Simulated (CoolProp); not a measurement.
A single-stage vapour-compression cycle with the fluid: evaporating at 194.15 K (dew point), condensing at 255.15 K (bubble point), superheat 0 K, subcooling 2 K, compressor efficiency 0.65, no pressure losses. The same conditions are run with several fluids, on thermodynamics alone (safety and materials aside).

Model: reference Helmholtz-energy equation of state of each fluid (R13: Platzer 1990; propane: Lemmon 2009; CH2F2 (R32): Tillner-Roth 1997; R125: Lemmon 2005; R22: Kamei 1995; ethylene: Smukala 2000), in CoolProp. The equations of Platzer and Polt are older, rougher fits.

```csv
fluid,cooling COP,pressure ratio,discharge temperature (K),refrigerating effect (kJ/kg),volumetric capacity (kJ/m³)
R13,1.47,10.5,311.5,90.9,709
propane,1.65,18.8,329.7,330,127
CH2F2 (R32),1.55,21.9,433.4,315,206
R125,1.56,21.9,303.1,114,142
R22,1.62,23.8,383.0,192,116
ethylene,1.37,7.48,347.3,278,1870
```
